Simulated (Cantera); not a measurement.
A perfectly stirred reactor is fed with N₂O : H₂ : N₂ = 1 : 0.031 : 9.8 (molar parts), at 65000 Pa; it is held at 1250 K, and followed from long to short residence time.

Computed with Cantera and GRI-Mech 3.0 (53 species, 325 reactions). GRI-Mech 3.0 was tuned for natural gas; its chemistry of N2O as a main component is partial and can be far from experiment. The mechanism lacks the step 2 NO + O2 → 2 NO2, which can matter for NO2 below about 1400 K. The temperature is held fixed by assumption; the heat of reaction is taken as removed at once.

x: mole fraction; the columns are a selection and need not sum to one.

```csv
τ (s),x N₂O,x H₂,x NO,x H₂O,x NO₂,x N₂,x HO₂
0.49,0.0610,(withheld),0.00302,0.00279,2.48e-5,0.921,6.15e-8
0.21,0.0742,(withheld),0.00167,0.00277,1.64e-5,0.915,1.18e-7
0.088,0.0824,(withheld),0.000797,0.00271,9.25e-6,0.911,2.42e-7
0.037,0.0865,(withheld),0.000357,0.00259,4.23e-6,0.909,4.58e-7
0.016,0.0885,(withheld),0.000167,0.00237,1.56e-6,0.908,6.77e-7
0.0068,0.0897,(withheld),8.58e-5,0.00197,4.84e-7,0.907,7.54e-7
0.0029,0.0907,(withheld),4.77e-5,0.00137,1.51e-7,0.906,6.80e-7
```

Problem. Fill in the missing entries.

Solution. 
- 0.49, x H₂: 3.09e-5
- 0.21, x H₂: 6.37e-5
- 0.088, x H₂: 0.000131
- 0.037, x H₂: 0.000259
- 0.016, x H₂: 0.000485
- 0.0068, x H₂: 0.000877
- 0.0029, x H₂: 0.00148
